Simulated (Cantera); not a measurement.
Cantera run, input and output.

```python
import numpy as np
import cantera as ct

gas = ct.Solution("gri30.yaml", transport_model="multicomponent")
show = ['OH', 'CO2', 'H2O']

rows = []
print(f"{'T/K':>7s}{'rho':>11s}{'cp':>10s}{'mu':>11s}{'lambda':>11s}{'Pr':>7s}" + "".join(f"{'D_' + s:>11s}" for s in show))
for T in [400, 500, 600, 700, 800, 900, 1000, 1100]:
    gas.TPX = T, 360, {'O2': 0.56}
    Pr = gas.cp_mass * gas.viscosity / gas.thermal_conductivity
    D = [gas.mix_diff_coeffs_mole[gas.species_index(s)] for s in show]
    rows.append([gas.density, gas.cp_mass, gas.viscosity, gas.thermal_conductivity, Pr, *D])
    print(f"{T:7g}{gas.density:11.4e}{gas.cp_mass:10.1f}{gas.viscosity:11.4e}"
          f"{gas.thermal_conductivity:11.4e}{Pr:7.3f}" + "".join(f"{d:11.4e}" for d in D))
print("SI units: kg/m3, J/kg/K, Pa s, W/m/K, m2/s")
```

It prints:

```
    T/K        rho        cp         mu     lambda     Pr       D_OH      D_CO2      D_H2O
    400 3.4636e-03     941.4 2.5629e-05 3.3889e-02  0.712 1.4990e-02 7.4295e-03 1.1242e-02
    500 2.7709e-03     971.4 3.0045e-05 4.1059e-02  0.711 2.1951e-02 1.1057e-02 1.7137e-02
    600 2.3091e-03    1002.6 3.4077e-05 4.8102e-02  0.710 2.9888e-02 1.5215e-02 2.3991e-02
    700 1.9792e-03    1031.1 3.7824e-05 5.4934e-02  0.710 3.8737e-02 1.9862e-02 3.1723e-02
    800 1.7318e-03    1054.7 4.1353e-05 6.1465e-02  0.710 4.8448e-02 2.4970e-02 4.0272e-02
    900 1.5394e-03    1073.7 4.4705e-05 6.7676e-02  0.709 5.8982e-02 3.0515e-02 4.9586e-02
   1000 1.3855e-03    1090.2 4.7912e-05 7.3669e-02  0.709 7.0306e-02 3.6478e-02 5.9627e-02
   1100 1.2595e-03    1102.7 5.0995e-05 7.9351e-02  0.709 8.2390e-02 4.2841e-02 7.0359e-02
SI units: kg/m3, J/kg/K, Pa s, W/m/K, m2/s
```

Cantera simulation using GRI-Mech 3.0 (53 species, 325 reactions); the numbers are that mechanism's predictions, not measurements.
